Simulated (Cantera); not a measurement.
Feed: 1 mol SiH2Cl2, 0.17 mol C3H8, 44 mol H2, equilibrated at 2125 K and 0.120 bar.

These are equilibrium values from Cantera (NASA tables, ideal gas, pure condensed phases), not measurements of a reactor. Candidate condensed phases: C, C6H6, C7H8, C8H18, Si, SiC; 109 gas species. Mutual solubility and eutectic melting of coexisting phases are not modelled. The tables' values for SiCl are old estimates; treat these amounts as uncertain. Gases not in the tables: Si2H6 and higher silanes. Equilibrium is a limit: real reactors are often held back by kinetics, nucleation or transport.

Base state: H2 0.948, HCl 0.0362, H 0.0102, SiCl2 0.00288, Si 0.00145, SiCl 0.000314, Cl 0.000286, SiH 0.000251 (mole fractions); condensed: Si(l) + SiC(s).

Task: What changes in the equilibrium state with this change: temperature from 2125 K to 2548.15 K?

Result: 
```csv
species,before,after
H2,0.948,0.857
H,0.0102,0.0827
HCl,0.0362,0.0361
Si,0.00145,0.0139
C2H,3.42e-9,2.54e-5
SiC2,7.42e-7,0.00121
"Si(l), mol",0.246,0
"SiC(s), mol",0.506,0
```
